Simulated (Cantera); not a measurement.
Charge: 1 mol Si, 0.53 mol O2, 7.4 mol H2, equilibrated at 627 °C and 0.133 bar.

Method: chemical equilibrium by Gibbs-energy minimisation in Cantera with the NASA 1993 tables (ideal gas, pure condensed phases). Candidate condensed phases: H2O, Si, SiO2; 18 gas species. Rates play no part.

Base state: H2 1.00 (mole fractions); condensed: Si(s) + SiO2(β-quartz).

Task: What changes in the equilibrium state with this change: temperature from 627 °C to 1950 °C?

Result: 
```csv
species,before,after
H2,1.00,0.859
SiO,<1e-9,0.118
H,<1e-9,0.0163
H2O,<1e-9,0.00706
OH,<1e-9,1.93e-5
"Si(s), mol",0.470,0
"SiO2(β-quartz), mol",0.530,0
```
